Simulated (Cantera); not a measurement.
Source: NASA polynomial tables (part measured, part estimated), evaluated in Cantera. Values are per mole of reaction as written; species without (g) are pure solids or liquids, kept so even where they would boil at 1 bar.

3 AlCl(g) ⇌ AlCl3 + 2 Al(g)

| T (K) | ΔH° (kJ) | ΔS° (J/K) | ΔG° (kJ) | log10 K | condensed phases |
|---|---|---|---|---|---|
| 423 | 112.2 | -234.1 | 211.3 | -26.09 | AlCl3(s) |
| 448 | … | … | … | … | AlCl3(s) |
| 473 | 149.6 | -153.6 | 222.3 | -24.55 | AlCl3(l) |
| 498 | 151.1 | -150.6 | 226.1 | -23.72 | AlCl3(l) |
| 523 | … | … | … | … | AlCl3(l) |
| 548 | … | … | … | … | AlCl3(l) |
| 573 | 155.4 | -142.5 | 237.1 | -21.61 | AlCl3(l) |

Q: What belongs in the gaps?

A: 
- 448, ΔH° (kJ): 113.2
- 448, ΔS° (J/K): -232.0
- 448, ΔG° (kJ): 217.1
- 448, log10 K: -25.31
- 523, ΔH° (kJ): 152.5
- 523, ΔS° (J/K): -147.8
- 523, ΔG° (kJ): 229.8
- 523, log10 K: -22.95
- 548, ΔH° (kJ): 154.0
- 548, ΔS° (J/K): -145.1
- 548, ΔG° (kJ): 233.5
- 548, log10 K: -22.26
